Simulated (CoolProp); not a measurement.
Hydrogen chloride at 335.84 K and 3.39 MPa is throttled through a valve to 1.69 MPa with no heat exchange. Each further row changes one setting.

Model: reference Helmholtz-energy equation of state, Thol 2018, in CoolProp.

```json
[
 {"case": "as stated", "temperature change (K)": "___", "final density (kg/m³)": "25.8"},
 {"case": "outlet pressure 0.507 MPa", "temperature change (K)": "-37.7", "final density (kg/m³)": "7.69"},
 {"case": "outlet pressure 2.2 MPa", "temperature change (K)": "___", "final density (kg/m³)": "___"}
]
```

Question: What belongs in the gaps?

Answer: 
- as stated, temperature change (K): -20.7
- outlet pressure 2.2 MPa, temperature change (K): -14.1
- outlet pressure 2.2 MPa, final density (kg/m³): 33.6
